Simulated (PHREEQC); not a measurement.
A solution holds 0.043 mol KH2PO4, 0.012 mol K2HPO4 and 1.2e-05 mol H4SiO4 per kg of water, at 25 °C. Closed to the air; pH follows from the charge balance.

All values are PHREEQC results (ion-association model, phreeqc.dat), not measurements.

This is a speciation only: nothing precipitates in the calculation.

### Question
Predict the pH, ionic strength.

### Answer
pH 6.34; ionic strength 0.0778 mol/kgw.

### Question
In which forms is P present?

### Answer
H2PO4- 78 %, HPO4-2 21 %, KHPO4- 1.1 % of the P.

Species that the database lacks are ignored.
